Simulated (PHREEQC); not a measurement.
1 kg of water holding 0.23 mol/kgw KCl, 0.029 mol/kgw MgSO4 and 0.0054 mol/kgw LiCl is evaporated at 30 °C; the solids stay in contact with the brine. The system is closed to CO2. Solids allowed: Arcanite, Bischofite, Brucite, Carnallite, Epsomite, Hexahydrite, Kainite, Kieserite, Leonite, Misenite, Schoenite, Sylvite, MgCl2_4H2O. Others were left out.

All values are PHREEQC results (Pitzer model, pitzer.dat), not measurements.

| water left (kg) | ionic strength | water activity | Sylvite (mol) | Arcanite (mol) | Leonite (mol) | Schoenite (mol) |
|---|---|---|---|---|---|---|
| 1 | 0.351 | 0.992 | 0 | 0 | 0 | 0 |
| 0.6755 | 0.520 | 0.988 | 0 | 0 | 0 | 0 |
| 0.4563 | 0.770 | 0.982 | 0 | 0 | 0 | 0 |
| 0.3082 | 1.14 | 0.974 | 0 | 0 | 0 | 0 |
| 0.2082 | 1.69 | … | 0 | 0 | 0 | 0 |
| 0.1407 | 2.50 | 0.941 | 0 | 0 | 0 | 0 |
| 0.09502 | 3.70 | 0.911 | 0 | 0 | 0 | 0 |
| 0.05275 | 5.59 | 0.844 | 0 | 0.0189 | 0 | 0 |
| 0.03564 | 6.62 | … | … | … | 0 | 0 |
| 0.02407 | 7.42 | 0.796 | 0.106 | 0.0221 | 0 | 0 |
| 0.01612 | 8.64 | 0.769 | 0.147 | 0.0186 | 0 | … |
| 0.009681 | 8.74 | … | 0.182 | 0 | 0 | … |
| 0.006066 | 11.0 | 0.674 | 0.197 | 0 | 0 | … |
| 0.003953 | 12.5 | 0.598 | 0.201 | 0 | 0.00971 | 0 |

Task: What belongs in the gaps?

Result: 
- 0.2082, water activity: 0.961
- 0.03564, water activity: 0.812
- 0.03564, Sylvite (mol): 0.0491
- 0.03564, Arcanite (mol): 0.0222
- 0.01612, Schoenite (mol): 0.00137
- 0.009681, water activity: 0.760
- 0.009681, Schoenite (mol): 0.0121
- 0.006066, Schoenite (mol): 0.0126

Species that the database lacks are ignored.
